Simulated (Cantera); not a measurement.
A closed system holds: 1 mol Fe3O4, 32 mol H2, 21 mol N2, equilibrated at 877 °C and 1.10 bar.

Method: chemical equilibrium by Gibbs-energy minimisation in Cantera with the NASA 1993 tables (ideal gas, pure condensed phases). Candidate condensed phases: Fe, FeO, Fe(OH)2, Fe(OH)3, Fe2O3, Fe3O4, H2O; 27 gas species. Rates play no part.

Base state: H2 0.528, N2 0.396, H2O 0.0755, NH3 6.48e-5 (mole fractions); condensed: Fe(α).

Problem. What changes in the equilibrium state with this change: Fe3O4 replaced by CuO?

Solution. 
```csv
species,before,after
H2,0.528,0.585
N2,0.396,0.396
H2O,0.0755,0.0189
NH3,6.48e-5,7.55e-5
"Fe(α), mol",3.00,0
"Cu(s), mol",0,1.00
```
Further candidate phases: Cu, CuO, Cu(OH)2, Cu2O.
